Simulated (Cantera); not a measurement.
An isothermal, constant-pressure homogeneous reactor starts with 7.13 % C₂H₆, 92.7 % H₂, 0.128 % N₂, at 1550 K and 380 Pa.

Model: GRI-Mech 3.0 (53 species, 325 reactions), integrated in Cantera. GRI-Mech 3.0 stops at C3 and has no aromatics, soot or wall deposition, so with more carbon than oxygen in the feed, carbon stays in small species such as C2H2 where larger ones or solid carbon would form. Radical loss at walls, strong at low pressure, is not modelled.

x: mole fraction; the columns are a selection and need not sum to one.

| t (s) | x C₂H₆ | x H₂ | x CH₄ | x C₂H₂ | x CH₂ | x H |
|---|---|---|---|---|---|---|
| 0.000400 | 0.0667 | 0.925 | 0.00223 | 1.58e-6 | 6.70e-7 | 0.000598 |
| 0.00100 | 0.0526 | 0.918 | 0.0124 | 8.36e-5 | 3.66e-6 | 0.00132 |
| 0.00250 | … | 0.895 | … | … | … | 0.00299 |
| 0.00626 | 0.000297 | 0.885 | 0.0789 | 0.0107 | 5.35e-6 | 0.00299 |
| 0.0157 | 5.66e-5 | 0.888 | 0.0793 | 0.0187 | 2.17e-6 | 0.00159 |
| 0.0392 | 3.08e-5 | 0.890 | 0.0783 | 0.0240 | 9.23e-7 | 0.000926 |
| 0.0980 | 1.75e-5 | 0.892 | 0.0767 | 0.0271 | 4.24e-7 | 0.000587 |
| 0.245 | 1.04e-5 | 0.894 | 0.0746 | 0.0290 | 2.14e-7 | 0.000404 |
| 0.613 | 6.95e-6 | 0.895 | 0.0717 | 0.0305 | 1.33e-7 | 0.000317 |
| 1.53 | 5.55e-6 | 0.898 | 0.0666 | 0.0328 | 1.13e-7 | 0.000301 |
| 3.83 | 4.16e-6 | 0.904 | 0.0564 | 0.0374 | 1.03e-7 | 0.000313 |
| 9.59 | 2.27e-6 | 0.914 | 0.0397 | 0.0448 | 8.70e-8 | 0.000340 |
| 24.0 | … | 0.924 | … | … | … | … |
| 60.0 | 1.41e-7 | 0.931 | 0.00835 | 0.0587 | 3.40e-8 | 0.000453 |

Question: What belongs in the gaps?

Answer: 
- 0.00250, x C₂H₆: 0.0163
- 0.00250, x CH₄: 0.0535
- 0.00250, x C₂H₂: 0.00181
- 0.00250, x CH₂: 8.24e-6
- 24.0, x C₂H₆: 7.49e-7
- 24.0, x CH₄: 0.0210
- 24.0, x C₂H₂: 0.0531
- 24.0, x CH₂: 6.20e-8
- 24.0, x H: 0.000391
